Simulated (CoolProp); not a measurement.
A simple Rankine cycle with R236EA: condensing at 326.15 K, boiler at 2.38 MPa, turbine inlet 408.4 K, turbine efficiency 0.75, pump efficiency 0.6, no recuperator. Each further row changes one setting.

Model: reference Helmholtz-energy equation of state, Rui 2013, in CoolProp.

```
case                             thermal efficiency (%)  net work (kJ/kg)  heat in (kJ/kg)  turbine exit temperature (K)  volume ratio over the turbine
-------------------------------  ----------------------  ----------------  ---------------  ----------------------------  -----------------------------
as stated                                           9.0              17.7              196                         365.4                           5.79
condensing temperature 318.15 K                    10.0              20.7              206                         360.8                           7.34
boiler pressure 1.67 MPa                            7.4              15.4              208                         379.4                           3.64
turbine efficiency 0.65                             7.6              15.0              196                         368.1                           5.85
```
